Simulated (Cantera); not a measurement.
**Equilibrium for metals in furnace atmospheres: Pb + CO2 + H2**

Charge: 1 mol Pb, 0.067 mol CO2, 5.3 mol H2, held at 1.70 mbar.

These are equilibrium values from Cantera (NASA tables, ideal gas, pure condensed phases), not measurements of a reactor. Candidate condensed phases: C, C6H6, C7H8, C8H18, H2O, Pb, PbO, PbO2, Pb3O4; 113 gas species. Rates play no part.

From 798 K to 1098 K the condensed part is Pb(l). From 1173 K to 1698 K nothing is condensed. The main Pb-bearing gas is Pb throughout.

```json
[
 {"T (K)": "798", "log p H2": "-2.78", "log p Pb": "-7.24", "log p H2O": "-4.69", "log p CO": "-4.70", "log p H": "-12.96", "n Pb(l)": "1.000"},
 {"T (K)": "873", "log p H2": "-2.78", "log p Pb": "-6.20", "log p H2O": "-4.69", "log p CO": "-4.69", "log p H": "-11.72", "n Pb(l)": "0.998"},
 {"T (K)": "948", "log p H2": "-2.78", "log p Pb": "-5.32", "log p H2O": "-4.68", "log p CO": "-4.68", "log p H": "-10.67", "n Pb(l)": "0.985"},
 {"T (K)": "1023", "log p H2": "-2.79", "log p Pb": "-4.57", "log p H2O": "-4.69", "log p CO": "-4.69", "log p H": "-9.78", "n Pb(l)": "0.914"},
 {"T (K)": "1098", "log p H2": "-2.81", "log p Pb": "-3.93", "log p H2O": "-4.71", "log p CO": "-4.71", "log p H": "-9.01", "n Pb(l)": "0.604"},
 {"T (K)": "1173", "log p H2": "-2.85", "log p Pb": "-3.57", "log p H2O": "-4.75", "log p CO": "-4.75", "log p H": "-8.36", "n Pb(l)": "0"},
 {"T (K)": "1248", "log p H2": "-2.85", "log p Pb": "-3.57", "log p H2O": "-4.75", "log p CO": "-4.75", "log p H": "-7.76", "n Pb(l)": "0"},
 {"T (K)": "1323", "log p H2": "-2.85", "log p Pb": "-3.57", "log p H2O": "-4.75", "log p CO": "-4.75", "log p H": "-7.23", "n Pb(l)": "0"},
 {"T (K)": "1398", "log p H2": "-2.85", "log p Pb": "-3.57", "log p H2O": "-4.75", "log p CO": "-4.75", "log p H": "-6.75", "n Pb(l)": "0"},
 {"T (K)": "1473", "log p H2": "-2.85", "log p Pb": "-3.57", "log p H2O": "-4.75", "log p CO": "-4.75", "log p H": "-6.33", "n Pb(l)": "0"},
 {"T (K)": "1548", "log p H2": "-2.86", "log p Pb": "-3.57", "log p H2O": "-4.75", "log p CO": "-4.75", "log p H": "-5.94", "n Pb(l)": "0"},
 {"T (K)": "1623", "log p H2": "-2.86", "log p Pb": "-3.57", "log p H2O": "-4.75", "log p CO": "-4.75", "log p H": "-5.59", "n Pb(l)": "0"},
 {"T (K)": "1698", "log p H2": "-2.86", "log p Pb": "-3.57", "log p H2O": "-4.75", "log p CO": "-4.75", "log p H": "-5.27", "n Pb(l)": "0"}
]
```
log p: log10 of the partial pressure in bar; n: condensed amount in mol.
